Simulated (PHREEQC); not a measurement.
Synthetic water in mg/kgw, 20 °C, pH 6.27, pe 11.9:

```tsv
constituent	mg/kgw
Na	3.32
K	3
Ca	49
Mg	6.63
Cl	12.6
S(6) as SO4	91
Alkalinity as HCO3	60.4
Cd	0.564
```

Valence states are taken as typed.

Computed with PHREEQC (ion-association model, phreeqc.dat).

Each row changes one thing in this solution. This is a speciation only: nothing precipitates in the calculation.

| case | ionic strength (mol/kgw) | CO2 (mol/kgw) | Mg+2 (mol/kgw) | CaSO4 (mol/kgw) | MgSO4 (mol/kgw) | CaHCO3+ (mol/kgw) | SI of Otavite (CdCO3) | SI of Gypsum (CaSO4:2H2O) |
|---|---|---|---|---|---|---|---|---|
| as made | 0.00521 | 0.00117 | 0.000247 | 8.81e-5 | 2.33e-5 | 9.56e-6 | -0.55 | -1.71 |
| temperature from 20 to 70 °C at the same typed pH | 0.00498 | 0.000985 | 0.000214 | 0.000107 | 5.63e-5 | 1.38e-5 | -0.33 | -1.66 |
| pH from 6.27 to 7.27 at the same alkalinity | 0.00520 | 0.000117 | 0.000247 | 8.81e-5 | 2.33e-5 | 9.51e-6 | +0.45 | -1.71 |
| K from 3 to 1.5 mg/kgw | 0.00519 | 0.00117 | 0.000247 | 8.82e-5 | 2.34e-5 | 9.56e-6 | -0.55 | -1.71 |

Some of these states are supersaturated (in Otavite, for instance). Constants without temperature data keep their 25 °C values here.
